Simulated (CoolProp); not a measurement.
Properties of water along the isotherm 321.65 °C.

Values from CoolProp's reference Helmholtz-energy equation of state, Wagner 2002.

| p (MPa) | phase | density (kg/m³) | cp (kJ/(kg K)) | expansivity (1/kK) | conductivity (mW/(m K)) |
|---|---|---|---|---|---|
| 6.67 | gas | 29.22 | 3.420 | 3.430 | 59.5 |
| 13.3 | liquid | 669.0 | 6.426 | 4.312 | 521 |
| 20 | liquid | 688.1 | 5.904 | 3.513 | 535 |
| 26.7 | liquid | 703.6 | 5.580 | 3.031 | 547 |
| 33.3 | liquid | 716.5 | 5.354 | ___ | 558 |
| 40 | liquid | 728.0 | 5.181 | 2.458 | 568 |
| 46.7 | liquid | 738.4 | 5.044 | 2.267 | 577 |
| 53.3 | liquid | 747.7 | ___ | ___ | 586 |
| 60 | liquid | 756.3 | 4.840 | 1.986 | 595 |
| 66.7 | liquid | 764.3 | 4.759 | ___ | 603 |
| 73.3 | liquid | 771.8 | 4.690 | 1.785 | 611 |
| 80 | liquid | 778.8 | ___ | 1.703 | 619 |
| 86.7 | liquid | 785.5 | 4.574 | 1.631 | 626 |
| 93.3 | liquid | 791.8 | 4.525 | 1.568 | 633 |
| 100 | liquid | 797.8 | 4.480 | 1.510 | 641 |

What belongs in the gaps?


- 33.3, expansivity (1/kK): 2.705
- 53.3, cp (kJ/(kg K)): 4.934
- 53.3, expansivity (1/kK): 2.114
- 66.7, expansivity (1/kK): 1.877
- 80, cp (kJ/(kg K)): 4.628

Thermal conductivity comes from a separate model (Huber 2012).
